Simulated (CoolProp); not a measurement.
Values from CoolProp's reference Helmholtz-energy equation of state, Lemmon 2006. It is a short technical equation, of lower accuracy than the large ones.

Task: For R142b, give the phase and the Joule-Thomson coefficient (K/MPa), isothermal compressibility (1/MPa), fugacity coefficient at 303.8 K and 11.5 bar.

Result: 
- 303.8 K and 11.5 bar: liquid; Joule-Thomson coefficient -0.194, isothermal compressibility 0.00348, fugacity coefficient 0.324
